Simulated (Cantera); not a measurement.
## Gas-phase reforming

An isothermal, constant-pressure homogeneous reactor starts with CH4 : CO2 = 1 : 0.56 (molar parts), at 1873 K and 750 Torr.

Model: GRI-Mech 3.0 (53 species, 325 reactions), integrated in Cantera. GRI-Mech 3.0 stops at C3 and has no aromatics, soot or wall deposition, so with more carbon than oxygen in the feed, carbon stays in small species such as C2H2 where larger ones or solid carbon would form.

```json
[
 {"t (s)": "0.000800", "x CH4": "0.213", "x CO2": "0.225", "x H2": "0.347", "x OH": "4.33e-6", "x CH3": "0.00327", "x HO2": "1.75e-12", "x H": "0.000278"},
 {"t (s)": "0.00176", "x CH4": "0.118", "x CO2": "0.154", "x H2": "0.390", "x OH": "7.21e-6", "x CH3": "0.00197", "x HO2": "2.34e-12", "x H": "0.000330"},
 {"t (s)": "0.00385", "x CH4": "0.0563", "x CO2": "0.0740", "x H2": "0.390", "x OH": "1.13e-5", "x CH3": "0.00107", "x HO2": "2.23e-12", "x H": "0.000374"},
 {"t (s)": "0.00846", "x CH4": "0.0278", "x CO2": "0.0284", "x H2": "0.395", "x OH": "1.33e-5", "x CH3": "0.000587", "x HO2": "1.62e-12", "x H": "0.000420"},
 {"t (s)": "0.0186", "x CH4": "0.0197", "x CO2": "0.0193", "x H2": "0.428", "x OH": "1.07e-5", "x CH3": "0.000411", "x HO2": "<1e-12", "x H": "0.000446"},
 {"t (s)": "0.0408", "x CH4": "0.0159", "x CO2": "0.0138", "x H2": "0.470", "x OH": "6.97e-6", "x CH3": "0.000311", "x HO2": "<1e-12", "x H": "0.000460"},
 {"t (s)": "0.0894", "x CH4": "0.0116", "x CO2": "0.00790", "x H2": "0.511", "x OH": "3.68e-6", "x CH3": "0.000216", "x HO2": "<1e-12", "x H": "0.000473"},
 {"t (s)": "0.196", "x CH4": "0.00767", "x CO2": "0.00318", "x H2": "0.544", "x OH": "1.40e-6", "x CH3": "0.000136", "x HO2": "<1e-12", "x H": "0.000483"},
 {"t (s)": "0.431", "x CH4": "0.00484", "x CO2": "0.000646", "x H2": "0.562", "x OH": "2.77e-7", "x CH3": "8.41e-5", "x HO2": "<1e-12", "x H": "0.000488"},
 {"t (s)": "0.946", "x CH4": "0.00387", "x CO2": "2.75e-5", "x H2": "0.566", "x OH": "1.17e-8", "x CH3": "6.69e-5", "x HO2": "<1e-12", "x H": "0.000489"},
 {"t (s)": "2.08", "x CH4": "0.00382", "x CO2": "3.48e-7", "x H2": "0.566", "x OH": "1.50e-10", "x CH3": "6.60e-5", "x HO2": "<1e-12", "x H": "0.000489"},
 {"t (s)": "4.56", "x CH4": "0.00382", "x CO2": "3.19e-7", "x H2": "0.566", "x OH": "1.38e-10", "x CH3": "6.60e-5", "x HO2": "<1e-12", "x H": "0.000489"},
 {"t (s)": "10.0", "x CH4": "0.00382", "x CO2": "3.19e-7", "x H2": "0.566", "x OH": "1.38e-10", "x CH3": "6.60e-5", "x HO2": "<1e-12", "x H": "0.000489"}
]
```
x: mole fraction; the columns are a selection and need not sum to one.

Equilibrium at this temperature and pressure: CH4 0.00382, CO2 3.21e-7, H2 0.566, OH 1.38e-10, CH3 6.60e-5, HO2 <1e-12, H 0.000489 (gas phase only).
